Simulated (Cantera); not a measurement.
Source: NASA polynomial tables (part measured, part estimated), evaluated in Cantera. Values are per mole of reaction as written; species without (g) are pure solids or liquids, kept so even where they would boil at 1 bar.

Task: Between 425 and 625 K, where is each reaction favourable under standard conditions?
- PbS(g) ⇌ S + Pb

Result: 
- PbS(g) ⇌ S + Pb: ΔG° is -67 kJ at 425 K and -40 kJ at 625 K; it stays negative (K > 1). ΔH° is -116 kJ and ΔS° -122 J/K at 625 K.
